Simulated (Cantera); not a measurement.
## Gas activation for diamond growth

An isothermal, constant-pressure homogeneous reactor starts with CH4 : H2 = 0.012 : 1 (molar parts), at 2073 K and 0.270 bar.

Model: GRI-Mech 3.0 (53 species, 325 reactions), integrated in Cantera. GRI-Mech 3.0 stops at C3 and has no aromatics, soot or wall deposition, so with more carbon than oxygen in the feed, carbon stays in small species such as C2H2 where larger ones or solid carbon would form.

```
t (s)        x CH4   x H2     x CH2    x C2H2     x CH3    x C2H
--------  --------  -----  --------  --------  --------  -------
2.00e-6     0.0119  0.988  1.31e-10    <1e-12   6.97e-6   <1e-12
1.12e-5     0.0118  0.988   3.35e-9  6.64e-11   2.68e-5   <1e-12
6.32e-5     0.0117  0.988   1.00e-7   7.11e-8  0.000134   <1e-12
0.000356    0.0111  0.985   2.15e-6   5.41e-5  0.000610  3.61e-9
0.00200    0.00793  0.985   4.48e-6   0.00153  0.000751  1.77e-7
0.0112     0.00286  0.988   1.83e-6   0.00428  0.000280  5.11e-7
0.0632    0.000614  0.989   4.19e-7   0.00550   6.11e-5  6.67e-7
0.356     0.000211  0.989   1.46e-7   0.00572   2.10e-5  6.96e-7
2.00      0.000201  0.989   1.39e-7   0.00573   2.01e-5  6.97e-7
```
x: mole fraction; the columns are a selection and need not sum to one.

Equilibrium at this temperature and pressure: CH4 0.000201, H2 0.989, CH2 1.39e-7, C2H2 0.00573, CH3 2.01e-5, C2H 6.97e-7 (gas phase only).
